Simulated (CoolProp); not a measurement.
Vapour-liquid equilibrium of R143a (1) + R152A (2) at 14.6 bar; x and y are mole fractions of (1).

Model: multi-fluid Helmholtz-energy mixture model, Lemmon and Jacobsen 2000 and Outcalt 1996; pair parameters Bell 2016, in CoolProp.

```json
[
 {"x": "0.05", "bubble temperature (°C)": "56.6", "y at the bubble point": "0.085", "dew temperature at overall composition x (°C)": "57.5", "liquid density (mol/L)": "12.11"},
 {"x": "0.15", "bubble temperature (°C)": "52.6", "y at the bubble point": "0.234", "dew temperature at overall composition x (°C)": "54.9", "liquid density (mol/L)": "?"},
 {"x": "0.25", "bubble temperature (°C)": "49.0", "y at the bubble point": "0.361", "dew temperature at overall composition x (°C)": "52.1", "liquid density (mol/L)": "11.88"},
 {"x": "0.35", "bubble temperature (°C)": "45.9", "y at the bubble point": "?", "dew temperature at overall composition x (°C)": "49.3", "liquid density (mol/L)": "11.74"},
 {"x": "0.45", "bubble temperature (°C)": "43.0", "y at the bubble point": "0.572", "dew temperature at overall composition x (°C)": "46.5", "liquid density (mol/L)": "11.60"},
 {"x": "0.55", "bubble temperature (°C)": "40.4", "y at the bubble point": "0.661", "dew temperature at overall composition x (°C)": "43.6", "liquid density (mol/L)": "?"},
 {"x": "0.65", "bubble temperature (°C)": "38.0", "y at the bubble point": "0.744", "dew temperature at overall composition x (°C)": "40.7", "liquid density (mol/L)": "11.30"},
 {"x": "0.75", "bubble temperature (°C)": "35.7", "y at the bubble point": "0.821", "dew temperature at overall composition x (°C)": "37.8", "liquid density (mol/L)": "11.15"},
 {"x": "0.85", "bubble temperature (°C)": "?", "y at the bubble point": "0.895", "dew temperature at overall composition x (°C)": "34.9", "liquid density (mol/L)": "11.00"},
 {"x": "0.95", "bubble temperature (°C)": "31.7", "y at the bubble point": "0.965", "dew temperature at overall composition x (°C)": "32.1", "liquid density (mol/L)": "10.85"}
]
```

**Question.** Some entries are withheld; supply them.

**Answer.** 
- 0.15, liquid density (mol/L): 12.00
- 0.35, y at the bubble point: 0.473
- 0.55, liquid density (mol/L): 11.45
- 0.85, bubble temperature (°C): 33.6

No azeotrope shows between x = 0.05 and 0.95.

Pair parameters are fitted to limited data, so mixtures are less certain than the pure fluids.
